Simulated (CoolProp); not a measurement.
R125 at 293.15 K and 1.02 MPa flows at 2.1 m/s in a round tube of 100 mm bore and 1.5 µm roughness, fully developed (64/Re and Nu = 3.66 if laminar; Colebrook and Gnielinski if turbulent). Each further row changes one setting.

Computed with CoolProp (reference Helmholtz-energy equation of state, Lemmon 2005).

```csv
case,Reynolds number,Darcy friction factor,pressure drop (Pa/m),heat-transfer coefficient (W/(m² K)),mass flow (kg/h)
as stated,1010000,0.0120,[?],[?],[?]
velocity 4.2 m/s,2010000,0.0109,59.6,[?],[?]
diameter 200 mm,2010000,[?],[?],[?],14800
```

Some entries are withheld; supply them.


- as stated, pressure drop (Pa/m): 16.4
- as stated, heat-transfer coefficient (W/(m² K)): 195
- as stated, mass flow (kg/h): 3690
- velocity 4.2 m/s, heat-transfer coefficient (W/(m² K)): 353
- velocity 4.2 m/s, mass flow (kg/h): 7390
- diameter 200 mm, Darcy friction factor: 0.0106
- diameter 200 mm, pressure drop (Pa/m): 7.29
- diameter 200 mm, heat-transfer coefficient (W/(m² K)): 173

Viscosity comes from a separate model (Huber 2006). Thermal conductivity comes from a separate model (Perkins 2006).
